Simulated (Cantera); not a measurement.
A closed system holds: 1 mol TiO2, 4.7 mol C, 0.14 mol CO, equilibrated at 0.133 bar.

Method: chemical equilibrium by Gibbs-energy minimisation in Cantera with the NASA 1993 tables (ideal gas, pure condensed phases). Candidate condensed phases: C, Ti, TiC, TiO, TiO2, Ti2O3, Ti3O5, Ti4O7; 15 gas species. TiC: taken at fixed stoichiometry. Condensed phases not in the tables: Magnéli phases beyond Ti4O7. Kinetics and transport are ignored.

x: gas mole fraction; n: condensed amount in mol.

| T (K) | x CO | x CO2 | x Ti | x C3 | x C | x TiO | x C2O | n C(graphite) | n Ti4O7(s) | n Ti3O5(s) | n TiC(s) |
|---|---|---|---|---|---|---|---|---|---|---|---|
| 1273 | 0.999 | 0.000956 | <1e-12 | <1e-12 | <1e-12 | <1e-12 | <1e-12 | 4.45 | 0.250 | 0 | 0 |
| 1373 | 1.000 | 0.000303 | <1e-12 | <1e-12 | <1e-12 | <1e-12 | <1e-12 | 4.37 | 0 | 0.333 | 0 |
| 1473 | 1.000 | 0.000113 | <1e-12 | <1e-12 | <1e-12 | 2.78e-12 | <1e-12 | 1.70 | 0 | 0 | 1.00 |
| 1573 | 1.000 | 4.79e-5 | <1e-12 | <1e-12 | <1e-12 | 1.64e-11 | ? | 1.70 | 0 | 0 | 1.00 |
| 1673 | 1.000 | 2.27e-5 | 2.91e-12 | <1e-12 | <1e-12 | 7.79e-11 | ? | 1.70 | 0 | 0 | 1.00 |
| 1773 | 1.000 | 1.17e-5 | 3.99e-11 | <1e-12 | <1e-12 | 3.10e-10 | ? | 1.70 | 0 | 0 | 1.00 |
| 1873 | 1.000 | 6.54e-6 | 4.13e-10 | 7.32e-12 | 1.23e-11 | 1.06e-9 | ? | 1.70 | 0 | 0 | 1.00 |
| 1973 | 1.000 | 3.89e-6 | 3.37e-9 | 1.06e-10 | 1.27e-10 | 3.22e-9 | ? | 1.70 | 0 | 0 | 1.00 |
| 2073 | 1.000 | 2.44e-6 | 2.23e-8 | 1.18e-9 | 1.04e-9 | 8.72e-9 | ? | 1.70 | 0 | 0 | 1.00 |
| 2173 | 1.000 | 1.60e-6 | 1.24e-7 | 1.04e-8 | 7.04e-9 | 2.15e-8 | ? | 1.70 | 0 | 0 | 1.00 |
| 2273 | 1.000 | 1.09e-6 | 5.92e-7 | 7.57e-8 | 4.02e-8 | 4.90e-8 | ? | 1.70 | 0 | 0 | 1.000 |
| 2373 | 1.000 | 7.75e-7 | 2.47e-6 | 4.63e-7 | 1.98e-7 | 1.04e-7 | ? | 1.70 | 0 | 0 | 1.000 |

Task: Complete the blanks.

Result: 
- 1573, x C2O: 2.66e-12
- 1673, x C2O: 1.69e-11
- 1773, x C2O: 8.73e-11
- 1873, x C2O: 3.78e-10
- 1973, x C2O: 1.41e-9
- 2073, x C2O: 4.64e-9
- 2173, x C2O: 1.37e-8
- 2273, x C2O: 3.65e-8
- 2373, x C2O: 9.00e-8
